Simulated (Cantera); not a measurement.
Input: 1 mol TiO2, 770 mol H2, equilibrated at 1.20 mbar.

Equilibrium computed with Cantera from the NASA thermochemical tables; the gas is ideal and each condensed phase is pure. Candidate condensed phases: H2O, Ti, TiO, TiO2, Ti2O3, Ti3O5, Ti4O7; 12 gas species. Rates play no part. All values below are at 1525 K.

Base state: H2 0.999, H 0.000683, H2O 0.000433 (mole fractions); condensed: Ti3O5(s).

**Question.** What changes in the equilibrium state with this change: TiO2 replaced by FeS?

**Answer.** 
| species | before | after |
|---|---|---|
| H2 | 0.999 | 0.998 |
| H2S | 0 | 0.000975 |
| H | 0.000683 | 0.000682 |
| H2O | 0.000433 | 0 |
| Fe | 0 | 0.000211 |
| SH | 0 | 0.000156 |
| S2 | 0 | 7.65e-5 |
| S | 0 | 1.37e-5 |
| Ti3O5(s), mol | 0.333 | 0 |
| Fe(γ), mol | 0 | 0.838 |
Further candidate phases: Fe, FeS, FeS2, S.
